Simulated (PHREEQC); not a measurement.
Copper plating or etch bath: an equilibrium model

Consider water at 25 °C with 0.0072 mol/kgw CuCl2, 0.47 mol/kgw H2SO4 and 0.12 mol/kgw H3BO3. Closed to the air; pH follows from the charge balance.

Computed with PHREEQC (ion-association model, phreeqc.dat).

Precipitation was switched off in this run.

**Question.** What pH, ionic strength does the model give?

**Answer.** pH 0.41; ionic strength 0.573 mol/kgw.

**Question.** In which forms is Cu present?

**Answer.** Cu+2 73 %, CuSO4 26 %, CuCl+ 0.7 % of the Cu.
